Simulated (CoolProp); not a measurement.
Values from CoolProp's reference Helmholtz-energy equation of state, de Vries 1995.

For R124, give the phase and the Z, speed of sound (m/s), Joule-Thomson coefficient (K/MPa), conductivity (mW/(m K)) at 161.95 °C and 4.53 bar.


- 161.95 °C and 4.53 bar: gas; Z 0.968, speed of sound 164, Joule-Thomson coefficient 7.21, conductivity 25.4

Thermal conductivity comes from a separate model (Huber 2003), an estimate that may be off by 10 % or more.
